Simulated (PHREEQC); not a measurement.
Solution (25 °C): 170 mmol/kgw CaCl2, 0.098 mmol/kgw NaHCO3 and 86 mmol/kgw MgSO4. Closed to the air; pH follows from the charge balance.

The numbers come from PHREEQC with the ion-association model, wateq4f.dat.

Each row changes one thing in this solution. Precipitation was switched off in this run.

```csv
case,pH,ionic strength (mol/kgw),Ca+2 (mol/kgw),Mg+2 (mol/kgw),CaSO4 (mol/kgw),SO4-2 (mol/kgw),SI of Gypsum (CaSO4:2H2O),SI of Epsomite (MgSO4:7H2O)
as made,7.25,0.632,0.136,0.0644,0.0338,0.0306,+0.86,-1.87
NaHCO3 left out,6.66,0.632,0.136,0.0644,0.0338,0.0306,+0.86,-1.87
NaHCO3 replaced by NaAlO2 at the same molality,7.36,0.633,0.136,0.0644,0.0338,0.0306,+0.86,-1.87
MgSO4 from 0.086 to 0.129 mol/kgw,7.21,0.689,___,0.0880,0.0433,0.0447,+0.98,-1.58
diluted 2-fold with water,7.32,0.326,0.0693,0.0333,0.0157,0.0177,+0.50,___
MgSO4 from 0.086 to 0.043 mol/kgw,7.29,0.573,0.149,0.0363,0.0205,0.0158,+0.64,-2.38
```

What belongs in the gaps?


- MgSO4 from 0.086 to 0.129 mol/kgw, Ca+2 (mol/kgw): 0.127
- diluted 2-fold with water, SI of Epsomite (MgSO4:7H2O): -2.23

Complexes and solids missing from the database can't appear. Some of these states are supersaturated (in Gypsum, Basaluminite, for instance).
